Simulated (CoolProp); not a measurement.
The numbers come from the reference Helmholtz-energy equation of state, Thol 2016 in CoolProp.

Question: For R1234ze(E), give the phase and the cv (kJ/(kg K)), Joule-Thomson coefficient (K/MPa), conductivity (mW/(m K)) at 96.85 °C and 1.01 bar; 116.85 °C and 1.01 bar; 136.85 °C and 1.01 bar.

Answer: 
- 96.85 °C and 1.01 bar: gas; cv 0.913, Joule-Thomson coefficient 10.4, conductivity 19.7
- 116.85 °C and 1.01 bar: gas; cv 0.941, Joule-Thomson coefficient 8.93, conductivity 21.4
- 136.85 °C and 1.01 bar: gas; cv 0.970, Joule-Thomson coefficient 7.75, conductivity 23.0

Thermal conductivity comes from a separate model (Perkins 2011).
